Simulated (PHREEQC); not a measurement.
Make-up at 25 °C: 1.7 mmol/kgw K2CO3 and 13 mmol/kgw Fe(NO3)3. Closed to the air; pH follows from the charge balance.

Computed with PHREEQC (ion-association model, wateq4f.dat).

Precipitation was switched off in this run.

Problem. Order these Fe species by the share of Fe that they hold, largest first: Fe(OH)2+, Fe+3, Fe2(OH)2+4, Fe3(OH)4+5, FeOH+2.

Solution. Fe+3 (36 %), Fe2(OH)2+4 (29 %), FeOH+2 (26 %), Fe3(OH)4+5 (7.2 %), Fe(OH)2+ (1.0 %)

The pH is 2.35 and the ionic strength 0.0711 mol/kgw. The solution is supersaturated, for example in Hematite (slow to form), Goethite (slow to form), so a real one may precipitate; this is no full list. Species that the database lacks are ignored.
